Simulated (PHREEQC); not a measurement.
Dissolve 0.27 mol/kgw Ni(NO3)2 and 0.045 mol/kgw HCl at 25 °C. Closed to the air; pH follows from the charge balance.

The numbers come from PHREEQC with the ion-association model, wateq4f.dat.

Each row changes one thing in this solution. Precipitation was switched off in this run.

| case | pH | ionic strength (mol/kgw) | Cl- (mol/kgw) | NiCl+ (mol/kgw) | NiCl2 (mol/kgw) | NiOH+ (mol/kgw) |
|---|---|---|---|---|---|---|
| as made | 1.47 | 0.840 | 0.0375 | 0.00680 | 0.000356 | 4.78e-10 |
| temperature from 25 to 45 °C | 1.48 | 0.841 | 0.0378 | 0.00655 | 0.000337 | 1.75e-9 |
| 0.017 mol/kgw CdSO4 added | 1.50 | 0.847 | 0.0320 | 0.00563 | 0.000251 | 5.01e-10 |
| HCl from 0.045 to 0.0405 mol/kgw | 1.52 | 0.837 | 0.0338 | 0.00614 | 0.000290 | 5.32e-10 |
| Ni(NO3)2 from 0.27 to 0.405 mol/kgw | 1.48 | 1.24 | 0.0330 | 0.0111 | 0.000488 | 9.25e-10 |

The ionic strength passes 0.7 mol/kgw, the rough limit of the ion-association models, in every such run. At this temperature some constants are extrapolated from 25 °C, and those without enthalpy data are left unchanged.
